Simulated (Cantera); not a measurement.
**SiH4 + C3H8 + H2 (silicon carbide growth)**

Input: 1 mol SiH4, a varied amount of C3H8, 4.5 mol H2, at 2450 K and 0.0790 bar.

Equilibrium computed with Cantera from the NASA thermochemical tables; the gas is ideal and each condensed phase is pure. Candidate condensed phases: C, C6H6, C7H8, C8H18, Si, SiC; 87 gas species. Mutual solubility and eutectic melting of coexisting phases are not modelled. Gases not in the tables: Si2H6 and higher silanes. Equilibrium is a limit: real reactors are often held back by kinetics, nucleation or transport.

```tsv
n(C3H8) (mol)	x H2	x H	x Si	x C2H2 (acetylene)	x Si2C	x SiH	x SiC2	x Si2	n Si(l)	n SiC(s)	n C(graphite)
0.066	0.881	0.0671	0.0410	0.000347	0.00514	0.00309	0.000415	0.00102	0.423	0.149	0
0.087	0.881	0.0671	0.0410	0.000347	0.00514	0.00309	0.000415	0.00102	0.355	0.211	0
0.12	0.881	0.0671	0.0410	0.000347	0.00514	0.00309	0.000415	0.00102	0.248	0.309	0
0.15	0.881	0.0671	0.0410	0.000347	0.00514	0.00309	0.000415	0.00102	0.152	0.398	0
0.2	0.882	0.0671	0.0402	0.000362	0.00504	0.00303	0.000423	0.000975	0	0.547	0
0.27	0.903	0.0679	0.0216	0.00129	0.00270	0.00164	0.000789	0.000281	0	0.754	0
0.36	0.911	0.0682	0.00872	0.00795	0.00109	0.000668	0.00195	4.58e-5	0	0.885	0.0188
0.48	0.911	0.0682	0.00872	0.00795	0.00109	0.000668	0.00195	4.58e-5	0	0.878	0.375
```
x: gas mole fraction; n: condensed amount in mol.

From 0.066 mol C3H8 to 0.15 mol C3H8 the condensed part is Si(l) + SiC(s). From 0.2 mol C3H8 to 0.27 mol C3H8 the condensed part is SiC(s). From 0.36 mol C3H8 to 0.48 mol C3H8 the condensed part is C(graphite) + SiC(s). The main Si-bearing gas is Si throughout. The share of Si in condensed phases is highest at 0.36 mol C3H8 (88.5 %) and lowest at 0.2 mol C3H8 (54.7 %).
